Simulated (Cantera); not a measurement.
Source: NASA polynomial tables (part measured, part estimated), evaluated in Cantera. Values are per mole of reaction as written; species without (g) are pure solids or liquids, kept so even where they would boil at 1 bar.

### Question
Between 2273 and 2573 K, where is each reaction favourable under standard conditions?
- Ba(OH)₂ + 2 Br₂(g) = BaBr₂ + 2 HBr(g) + O₂(g)

### Answer
- Ba(OH)₂ + 2 Br₂(g) = BaBr₂ + 2 HBr(g) + O₂(g): ΔG° is -236 kJ at 2273 K and -272 kJ at 2573 K; it stays negative (K > 1). ΔH° is 41 kJ and ΔS° 122 J/K at 2573 K.
